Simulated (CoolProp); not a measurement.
Vapour-liquid equilibrium of acetone (1) + p-xylene (2) at 459.2 K; x and y are mole fractions of (1).

Model: multi-fluid Helmholtz-energy mixture model, Lemmon 2006 and Zhou 2012; pair parameters Bell 2016, in CoolProp.

Q: Give the bubble pressure and the first vapour's composition at x = 0.2, 0.8, 0.95. Is there an azeotrope?

A: x = 0.2: 748.7 kPa, y = 0.608; x = 0.8: 1784 kPa, y = 0.925; x = 0.95: 2085 kPa, y = 0.981. No azeotrope shows between x = 0.05 and 0.95.

Pair parameters are fitted to limited data, so mixtures are less certain than the pure fluids. The gap from Raoult's law changes sign with composition, which may be real or a fault of the pair parameters; it wasn't checked against measurements.
